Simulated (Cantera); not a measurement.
What does this Cantera script print?

```python
import numpy as np
import cantera as ct

gas_names = """
    H HNO HNO2 HNO3 HO2 H2 H2O H2O2 H2S H2SO4 N NH NH2 NH3 NH2OH NO NO2 NO3 N2 N2H2 N2H4 N2O O OH O2 O3
    S SH SN SO SO2 SO3 S2 S2O S8
""".split()
cond_names = """
    H2O(s) H2O(L) H2SO4(L) S(cr1) S(cr2) S(L)
""".split()


# ... load() reads the species with a 1 bar reference pressure and builds the phases ...
atoms = {
    'NH3': {'N': 1, 'H': 3},
    'SO2': {'S': 1, 'O': 2},
    'H2': {'H': 2},
}
top_T = {}  # K; cautious upper limits of use, not melting points


# ... equilibrate(T, P, feed) seeds the gas with the atoms and calls Mixture.equilibrate('TP', solver="vcs", rtol=1e-11, max_steps=5000) ...
results = []
feed = {'NH3': 1, 'SO2': 0.055, 'H2': 0.072}  # mol
P = 28000000  # Pa
for T in [2073, 2173, 2273, 2373, 2473, 2573, 2673, 2773, 2873]:
    mix = equilibrate(T, P, feed)
    results.append((T, P, feed, dict(zip(mix.species_names, mix.species_moles))))

top = {s: max(r[3][s] / sum(r[3][g] for g in gas_names) for r in results) for s in gas_names}
cols = sorted((s for s in top if top[s] > 0.0001), key=lambda s: -top[s])[:8]
seen = [c for c in cond_names if any(r[3].get(c, 0) > 1e-12 for r in results)]
print("log10 of partial pressures in bar; condensed amounts in mol")
print(f"{'T/K':>10s}" + "".join(f"{s[:9]:>10s}" for s in cols + seen))
for T, P, feed, n in results:
    ng = sum(n[g] for g in gas_names)
    print(f"{T:10.4g}" + "".join(f"{np.log10(max(n[s] / ng * P / 1e5, 1e-99)):10.3f}" for s in cols)
          + "".join(f"{n.get(c, 0):10.4g}" for c in seen))
```

Output:

```
log10 of partial pressures in bar; condensed amounts in mol
       T/K        H2        N2       H2O       H2S         H        SH       NH3        S2
      2073     2.278     1.829     1.173     0.865    -1.441    -1.040    -0.416    -2.202
      2173     2.278     1.829     1.172     0.862    -1.177    -0.853    -0.480    -1.999
      2273     2.278     1.829     1.172     0.857    -0.936    -0.684    -0.538    -1.817
      2373     2.278     1.829     1.172     0.851    -0.716    -0.532    -0.591    -1.655
      2473     2.278     1.829     1.172     0.842    -0.513    -0.394    -0.639    -1.511
      2573     2.278     1.829     1.171     0.832    -0.325    -0.271    -0.684    -1.383
      2673     2.278     1.828     1.171     0.819    -0.151    -0.159    -0.725    -1.271
      2773     2.277     1.828     1.170     0.803     0.010    -0.059    -0.763    -1.174
      2873     2.277     1.827     1.169     0.785     0.160     0.030    -0.799    -1.091
```

Cantera equilibrium calculation (NASA polynomials, part measured and part estimated; ideal gas, pure solids and liquids). The ideal-gas law is rough above about 30 bar.
